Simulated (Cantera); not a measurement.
**Pyrogenic steam for wet oxidation**

An isothermal, constant-pressure homogeneous reactor starts with 9.64 % H2, 6.02 % O2, 84.3 % N2, at 1025 K and 0.133 bar.

Detailed kinetics in Cantera: the H2/O2 subset of GRI-Mech 3.0, which has no nitrogen chemistry. Radical loss at walls, strong at low pressure, is not modelled. The temperature is held fixed by assumption; the heat of reaction is taken as removed at once.

| t (s) | x H2 | x O2 | x H | x H2O2 | x HO2 | x H2O |
|---|---|---|---|---|---|---|
| 1.00e-5 | 0.0964 | 0.0602 | 1.08e-11 | <1e-12 | 1.10e-11 | <1e-12 |
| 4.64e-5 | 0.0964 | 0.0602 | 5.34e-11 | <1e-12 | 5.18e-11 | 7.38e-12 |
| 0.000215 | 0.0964 | 0.0602 | 5.13e-10 | <1e-12 | 2.66e-10 | 3.67e-10 |
| 0.00100 | 0.0964 | 0.0602 | 3.31e-7 | 5.67e-11 | 3.12e-8 | 4.01e-7 |
| 0.00464 | 0.00661 | 0.0179 | 0.0123 | 2.49e-7 | 2.80e-6 | 0.0868 |
| 0.0215 | 0.000448 | 0.0128 | 0.000123 | 3.74e-7 | 1.71e-6 | 0.101 |
| 0.100 | 1.97e-5 | 0.0127 | 9.07e-7 | 1.14e-7 | 3.47e-7 | 0.101 |
| 0.464 | 9.07e-7 | 0.0127 | 1.33e-8 | 1.56e-8 | 2.52e-8 | 0.101 |
| 2.15 | 7.68e-8 | 0.0127 | 4.95e-10 | 2.40e-9 | 2.79e-9 | 0.101 |
| 10.0 | 1.19e-8 | 0.0127 | 3.53e-11 | 4.60e-10 | 4.89e-10 | 0.101 |
x: mole fraction; the columns are a selection and need not sum to one.

Equilibrium at this temperature and pressure: H2 4.49e-10, O2 0.0127, H <1e-12, H2O2 1.60e-11, HO2 1.02e-10, H2O 0.101 (gas phase only).
